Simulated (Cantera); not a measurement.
Charge: 1 mol SiHCl3, 97 mol N2, at 1875 K.

Equilibrium computed with Cantera from the NASA thermochemical tables; the gas is ideal and each condensed phase is pure. Candidate condensed phases: NH4Cl, Si, Si3N4; 28 gas species. The tables' values for SiCl, SiCl3 are old estimates; treat these amounts as uncertain. The numbers say what is thermodynamically allowed, not how fast it happens.

Question: At 0.270 Torr, list the 4 most abundant gas species with their mole fractions, and the condensed phases.

Answer: N2 0.975, SiCl2 0.00829, HCl 0.00711, Cl 0.00607. Condensed: gas only.
